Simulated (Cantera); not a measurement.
Feed: 1 mol BN, 0.01 mol N2, equilibrated at 2427 °C.

Equilibrium computed with Cantera from the NASA thermochemical tables; the gas is ideal and each condensed phase is pure. Candidate condensed phases: B, BN; 5 gas species. The numbers say what is thermodynamically allowed, not how fast it happens.

x: gas mole fraction; n: condensed amount in mol.

| P (Pa) | x N2 | x B | x BN | x N | x B2 | n B(l) | n BN(s) |
|---|---|---|---|---|---|---|---|
| 1 | 0.337 | 0.662 | 0.000341 | 0.000299 | (withheld) | 0 | 0 |
| 5.60 | 0.337 | 0.662 | 0.000808 | 0.000126 | (withheld) | 0 | 0 |
| 32 | 0.337 | 0.661 | 0.00193 | 5.28e-5 | 0.000107 | 0 | 0 |
| 180 | 0.714 | 0.283 | 0.00285 | 3.24e-5 | 0.000111 | 0.796 | 0 |
| 1000 | 0.948 | 0.0510 | 0.00139 | 1.58e-5 | (withheld) | 0.972 | 0 |
| 5600 | 0.990 | 0.00911 | 0.000602 | 6.84e-6 | (withheld) | 0.995 | 0 |
| 32000 | 0.998 | 0.00159 | 0.000253 | 2.87e-6 | (withheld) | 0.999 | 0 |
| 180000 | 1.000 | 0.000152 | 5.74e-5 | 1.21e-6 | (withheld) | 0 | 1.000 |
| 1000000 | 1.000 | 1.16e-5 | 1.03e-5 | 5.14e-7 | (withheld) | 0 | 1.00 |

**Question.** Fill in the missing entries.

**Answer.** 
- 1, x B2: 3.35e-6
- 5.60, x B2: 1.88e-5
- 1000, x B2: 1.99e-5
- 5600, x B2: 3.56e-6
- 32000, x B2: 6.23e-7
- 180000, x B2: 3.20e-8
- 1000000, x B2: 1.04e-9
